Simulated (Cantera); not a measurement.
An isothermal, constant-pressure homogeneous reactor starts with 9.09 % C3H8, 90.9 % H2, at 1075 K and 310 Pa.

Model: GRI-Mech 3.0 (53 species, 325 reactions), integrated in Cantera. GRI-Mech 3.0 was tuned for natural gas; its chemistry of propane as a main component is partial and can be far from experiment. GRI-Mech 3.0 stops at C3 and has no aromatics, soot or wall deposition, so with more carbon than oxygen in the feed, carbon stays in small species such as C2H2 where larger ones or solid carbon would form. Radical loss at walls, strong at low pressure, is not modelled.

Problem. Predict: x(C3H8) at 50.0 s; x(H2) at 50.0 s; x(C2H2) at 50.0 s; x(CH3) at 50.0 s.

Solution. 
* **x(C3H8) at 50.0 s**: 1.96e-7 (gas-phase equilibrium 3.72e-9)
* **x(H2) at 50.0 s**: 0.834 (gas-phase equilibrium 0.780)
* **x(C2H2) at 50.0 s**: 0.00620 (gas-phase equilibrium 0.0282)
* **x(CH3) at 50.0 s**: 1.85e-6 (gas-phase equilibrium 9.99e-7)
